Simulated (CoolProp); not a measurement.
Vapour-liquid equilibrium of o-xylene (1) + n-nonane (2) at 0.0036 MPa; x and y are mole fractions of (1).

Model: multi-fluid Helmholtz-energy mixture model, Zhou 2012 and Lemmon 2006; pair parameters Bell 2016, in CoolProp.

Question: Give the bubble temperature and the first vapour's composition at x = 0.2, 0.725, 0.8. Is there an azeotrope?

Answer: x = 0.2: 328.4 K, y = 0.292; x = 0.725: 324.8 K, y = 0.765; x = 0.8: 324.5 K, y = 0.824. No azeotrope shows between x = 0.05 and 0.95.

The pair parameters rest on a limited set of measurements; away from them the model extrapolates.
